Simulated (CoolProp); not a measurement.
Propyne along the isobar 0.374 MPa: fugacity coefficient from the reference equation and from simpler models built on Tc = 129.6 °C, pc = 5.658 MPa, ω = 0.204; each cubic takes its own stable root.

Values from CoolProp's reference Helmholtz-energy equation of state, Polt 1992. This equation is an older, rougher fit.

```
T (°C)  phase  reference
------  -----  ---------
23.25     gas     0.9370
35.95     gas     0.9456
48.65     gas     0.9526
61.25     gas     0.9583
73.95     gas     0.9631
86.65     gas     0.9671
99.35     gas     0.9706
112.05    gas     0.9736
124.75    gas     0.9762
137.45    gas     0.9784
150.15    gas     0.9804
162.75    gas     0.9822
175.45    gas     0.9837
188.15    gas     0.9851
200.85    gas     0.9863
```

Task: How far does each simpler model (van der Waals, Redlich-Kwong, Soave-Redlich-Kwong, Peng-Robinson) lie from the reference over these 15 states: mean and median of the absolute difference, and the worst?

Result: 
- van der Waals: mean 0.7 %, median 0.5 %, worst +2.4 % at 23.25 °C and 0.374 MPa
- Redlich-Kwong: mean 0.2 %, median 0.1 %, worst +1.1 % at 23.25 °C and 0.374 MPa
- Soave-Redlich-Kwong: mean 0.2 %, median 0.1 %, worst +0.7 % at 23.25 °C and 0.374 MPa
- Peng-Robinson: mean 0.2 %, median 0.2 %, worst +0.4 % at 23.25 °C and 0.374 MPa
